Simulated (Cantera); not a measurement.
Silicon nitride deposition: SiCl4 + NH3 + H2

Feed: 1 mol SiCl4, 25 mol NH3, 14 mol H2, held at 1148.15 K and 7.50 Torr.

Cantera equilibrium calculation (NASA polynomials, part measured and part estimated; ideal gas, pure solids and liquids). Candidate condensed phases: NH4Cl, Si, Si3N4; 28 gas species. The numbers say what is thermodynamically allowed, not how fast it happens.

```yaml
x(H2): 0.758
x(N2): 0.181
x(HCl): 0.0612
x(SiCl4): 2.98e-6
x(SiCl2): 2.22e-6
n(Si3N4(s)): 0.333 mol
gas_amount: 65.33 mol
log10 activity of Si(s) (absent): -3.69
```
